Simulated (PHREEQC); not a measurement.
Dissolve 0.22 mol/kgw Cu(NO3)2, 0.003 mol/kgw H2SO4 and 0.00016 mol/kgw FeCl3 at 25 °C. Closed to the air; pH follows from the charge balance.

Equilibrium calculation in PHREEQC: ion-association model, phreeqc.dat.

This is a speciation only: nothing precipitates in the calculation.

Q: Order these S species by the share of S that they hold, largest first: FeSO4+, CuSO4, SO4-2, HSO4-.

A: CuSO4 (59 %), SO4-2 (36 %), HSO4- (3.9 %), FeSO4+ (0.75 %)

Q: Order these Fe species by the share of Fe that they hold, largest first: FeSO4+, Fe(OH)2+, FeOH+2, FeHSO4+2, Fe+3.

A: Fe+3 (53 %), FeOH+2 (31 %), FeSO4+ (14 %), Fe(OH)2+ (0.65 %), FeHSO4+2 (0.36 %)

The pH is 2.35 and the ionic strength 0.662 mol/kgw. The solution is supersaturated, for example in Hematite (slow to form), Goethite (slow to form), so a real one may precipitate; this is no full list.
